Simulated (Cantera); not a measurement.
A diamond (100) surface in a fixed gas of H2 with x(CH4) = 0.0034, x(H) = 0.00036, x(CH3) = 0.00014, 1500 Pa; coverages are run to steady state.

Model: the Harris–Goodwin 1993 mechanism for the reconstructed diamond (100) surface, integrated in Cantera.

θ: site fractions in the mechanism's names (c6HH fully hydrogenated, c6H* and c6*H radical sites, c6** diradical, c6HM methylated).

| T (K) | growth (µm/h) | θ c6HH | θ c6H* | θ c6*H | θ c6** | θ c6HM |
|---|---|---|---|---|---|---|
| 900 | 0.415 | 0.517 | 0.00768 | 0.215 | 0.00274 | 0.207 |
| 950 | ? | 0.536 | 0.0114 | 0.272 | 0.00442 | 0.135 |
| 1000 | ? | 0.555 | 0.0163 | 0.334 | 0.00667 | 0.0633 |
| 1050 | ? | 0.553 | 0.0214 | 0.384 | 0.00905 | 0.0216 |
| 1100 | ? | 0.536 | 0.0262 | 0.415 | 0.0112 | 0.00643 |
| 1150 | ? | 0.517 | 0.0306 | 0.434 | 0.0129 | 0.00190 |
| 1200 | 0.0794 | 0.504 | 0.0347 | 0.444 | 0.0141 | 0.000581 |
| 1250 | ? | 0.497 | 0.0384 | 0.448 | 0.0150 | 0.000183 |
| 1300 | ? | 0.497 | 0.0417 | 0.445 | 0.0154 | 5.94e-5 |
| 1350 | ? | 0.502 | 0.0444 | 0.438 | 0.0154 | 2.08e-5 |
| 1400 | ? | 0.510 | 0.0468 | 0.428 | 0.0150 | 7.95e-6 |

### Question
Fill in the missing entries.

### Answer

- 950, growth (µm/h): 0.451
- 1000, growth (µm/h): 0.342
- 1050, growth (µm/h): 0.195
- 1100, growth (µm/h): 0.114
- 1150, growth (µm/h): 0.0863
- 1250, growth (µm/h): 0.0693
- 1300, growth (µm/h): 0.0456
- 1350, growth (µm/h): 0.0220
- 1400, growth (µm/h): 0.00901
